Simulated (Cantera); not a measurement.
A Cantera script and what it prints.

```python
import numpy as np
import cantera as ct

gas_names = """
    CL CL2 H HCL H2 Si SiCL SiCL2 SiCL3 SiCL4 SiH SiHCL3 SiH2 SiH2CL2 SiH3 SiH3CL SiH4 Si2 Si3
""".split()
cond_names = """
    Si(cr) Si(L)
""".split()


# ... load() reads the species with a 1 bar reference pressure and builds the phases ...
atoms = {
    'SiHCl3': {'Si': 1, 'H': 1, 'CL': 3},
    'H2': {'H': 2},
}
top_T = {}  # K; cautious upper limits of use, not melting points


# ... equilibrate(T, P, feed) seeds the gas with the atoms and calls Mixture.equilibrate('TP', solver="gibbs", rtol=1e-10, max_steps=50000) ...
results = []
feed = {'SiHCl3': 1, 'H2': 38}  # mol
P = 730  # Pa
for T in [825, 925, 1025, 1125, 1225, 1325, 1425, 1525]:
    mix = equilibrate(T, P, feed)
    results.append((T, P, feed, dict(zip(mix.species_names, mix.species_moles))))
    x = sorted(zip(gas.X, gas.species_names), reverse=True)
    print(f"T = {T:g} K  P = {P:g} Pa  gas = {mix.phase_moles(0):.4g} mol")
    print("   x: " + "  ".join(f"{s} {v:.3e}" for v, s in x if v > 1e-05))
    print("   condensed (mol): " + ("  ".join(f"{mix.phase(i).name} {mix.phase_moles(i):.4g}"
          for i in range(1, mix.n_phases) if mix.phase_moles(i) > 1e-12) or "none"))
```

It prints:

```
T = 825 K  P = 730 Pa  gas = 39.25 mol
   x: H2 9.766e-01  SiCL4 1.475e-02  SiHCL3 4.282e-03  HCL 4.160e-03  SiH2CL2 1.049e-04  SiCL3 5.729e-05  SiCL2 1.962e-05
   condensed (mol): Si(cr) 0.2458
T = 925 K  P = 730 Pa  gas = 39.34 mol
   x: H2 9.706e-01  SiCL4 1.286e-02  HCL 1.226e-02  SiHCL3 3.698e-03  SiCL3 2.692e-04  SiCL2 2.236e-04  SiH2CL2 1.045e-04
   condensed (mol): Si(cr) 0.3251
T = 1025 K  P = 730 Pa  gas = 39.53 mol
   x: H2 9.590e-01  HCL 2.719e-02  SiCL4 8.858e-03  SiHCL3 2.686e-03  SiCL2 1.375e-03  SiCL3 7.640e-04  SiH2CL2 9.034e-05
   condensed (mol): Si(cr) 0.4556
T = 1125 K  P = 730 Pa  gas = 39.78 mol
   x: H2 9.447e-01  HCL 4.472e-02  SiCL2 4.486e-03  SiCL4 3.564e-03  SiHCL3 1.307e-03  SiCL3 1.140e-03  SiH2CL2 5.887e-05
   condensed (mol): Si(cr) 0.58
T = 1225 K  P = 730 Pa  gas = 39.94 mol
   x: H2 9.368e-01  HCL 5.385e-02  SiCL2 7.549e-03  SiCL3 7.949e-04  SiCL4 6.618e-04  SiHCL3 3.592e-04  SiH2CL2 2.603e-05
   condensed (mol): Si(cr) 0.6249
T = 1325 K  P = 730 Pa  gas = 39.99 mol
   x: H2 9.351e-01  HCL 5.529e-02  SiCL2 8.958e-03  SiCL3 3.927e-04  SiCL4 9.349e-05  SiHCL3 8.095e-05  H 1.851e-05  SiH2CL2 1.006e-05
   condensed (mol): Si(cr) 0.6187
T = 1425 K  P = 730 Pa  gas = 40 mol
   x: H2 9.351e-01  HCL 5.486e-02  SiCL2 9.714e-03  SiCL3 1.951e-04  H 7.721e-05  SiHCL3 2.056e-05  SiCL4 1.542e-05
   condensed (mol): Si(cr) 0.602
T = 1525 K  P = 730 Pa  gas = 40 mol
   x: H2 9.352e-01  HCL 5.412e-02  SiCL2 1.025e-02  H 2.678e-04  SiCL3 1.042e-04  CL 1.243e-05
   condensed (mol): Si(cr) 0.5848
```

Cantera equilibrium calculation (NASA polynomials, part measured and part estimated; ideal gas, pure solids and liquids). The tables' values for SiCl3 are old estimates; treat these amounts as uncertain.
